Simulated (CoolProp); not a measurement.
Saturation properties of R141b (Tc = 477.5 K, pc = 4.212 MPa, ω = 0.220).

Computed with CoolProp (reference Helmholtz-energy equation of state, Lemmon 2006). It is a short technical equation, of lower accuracy than the large ones.

```json
[
 {"T (K)": "370.4", "p (MPa)": "0.6367", "vapour density (kg/m³)": "27.92", "enthalpy of vaporisation (kJ/kg)": "186.6", "liquid cp (kJ/(kg K))": "1.291", "surface tension (mN/m)": "9.72"},
 {"T (K)": "373.3", "p (MPa)": "0.6796", "vapour density (kg/m³)": "29.78", "enthalpy of vaporisation (kJ/kg)": "184.7", "liquid cp (kJ/(kg K))": "1.299", "surface tension (mN/m)": "9.40"},
 {"T (K)": "376.1", "p (MPa)": "0.7230", "vapour density (kg/m³)": "31.67", "enthalpy of vaporisation (kJ/kg)": "182.8", "liquid cp (kJ/(kg K))": "1.307", "surface tension (mN/m)": "9.10"},
 {"T (K)": "379", "p (MPa)": "0.7701", "vapour density (kg/m³)": "33.72", "enthalpy of vaporisation (kJ/kg)": "180.9", "liquid cp (kJ/(kg K))": "1.315", "surface tension (mN/m)": "8.78"},
 {"T (K)": "381.8", "p (MPa)": "0.8177", "vapour density (kg/m³)": "35.81", "enthalpy of vaporisation (kJ/kg)": "178.9", "liquid cp (kJ/(kg K))": "1.323", "surface tension (mN/m)": "8.48"},
 {"T (K)": "384.7", "p (MPa)": "0.8692", "vapour density (kg/m³)": "38.09", "enthalpy of vaporisation (kJ/kg)": "176.8", "liquid cp (kJ/(kg K))": "1.332", "surface tension (mN/m)": "8.17"},
 {"T (K)": "387.5", "p (MPa)": "0.9212", "vapour density (kg/m³)": "40.41", "enthalpy of vaporisation (kJ/kg)": "174.8", "liquid cp (kJ/(kg K))": "1.341", "surface tension (mN/m)": "7.87"},
 {"T (K)": "390.4", "p (MPa)": "0.9775", "vapour density (kg/m³)": "42.93", "enthalpy of vaporisation (kJ/kg)": "172.7", "liquid cp (kJ/(kg K))": "1.351", "surface tension (mN/m)": "7.57"},
 {"T (K)": "393.3", "p (MPa)": "1.036", "vapour density (kg/m³)": "45.58", "enthalpy of vaporisation (kJ/kg)": "170.5", "liquid cp (kJ/(kg K))": "1.361", "surface tension (mN/m)": "7.26"},
 {"T (K)": "396.1", "p (MPa)": "1.095", "vapour density (kg/m³)": "48.28", "enthalpy of vaporisation (kJ/kg)": "168.3", "liquid cp (kJ/(kg K))": "1.372", "surface tension (mN/m)": "6.97"},
 {"T (K)": "399", "p (MPa)": "1.159", "vapour density (kg/m³)": "51.22", "enthalpy of vaporisation (kJ/kg)": "166.0", "liquid cp (kJ/(kg K))": "1.383", "surface tension (mN/m)": "6.67"},
 {"T (K)": "401.8", "p (MPa)": "1.223", "vapour density (kg/m³)": "54.21", "enthalpy of vaporisation (kJ/kg)": "163.7", "liquid cp (kJ/(kg K))": "1.395", "surface tension (mN/m)": "6.39"},
 {"T (K)": "404.7", "p (MPa)": "1.292", "vapour density (kg/m³)": "57.47", "enthalpy of vaporisation (kJ/kg)": "161.3", "liquid cp (kJ/(kg K))": "1.407", "surface tension (mN/m)": "6.09"},
 {"T (K)": "407.5", "p (MPa)": "1.362", "vapour density (kg/m³)": "60.79", "enthalpy of vaporisation (kJ/kg)": "158.9", "liquid cp (kJ/(kg K))": "1.420", "surface tension (mN/m)": "5.81"}
]
```

It boils at 305.2 K under 1 atm.

Surface tension comes from a separate correlation (Mulero 2012).
